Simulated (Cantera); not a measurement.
A closed system holds: 1 mol HMDSO, 26 mol H₂O, a varied amount of N₂O, held at 1000 K and 0.200 bar.

Method: chemical equilibrium by Gibbs-energy minimisation in Cantera with the NASA 1993 tables (ideal gas, pure condensed phases). Candidate condensed phases: C, C₆H₆, C₇H₈, C₈H₁₈, H₂O, Si, SiC, SiO₂, Si₂N₂O, Si₃N₄; 151 gas species. The feed counts by its element totals alone. Equilibrium is a limit: real reactors are often held back by kinetics, nucleation or transport.

Question: At 8.7 mol N₂O, list the 5 most abundant gas species with their mole fractions, and the condensed phases.

Answer: H₂O 0.433, H₂ 0.271, N₂ 0.175, CO₂ 0.0841, CO 0.0367. Condensed: SiO₂(β-quartz).
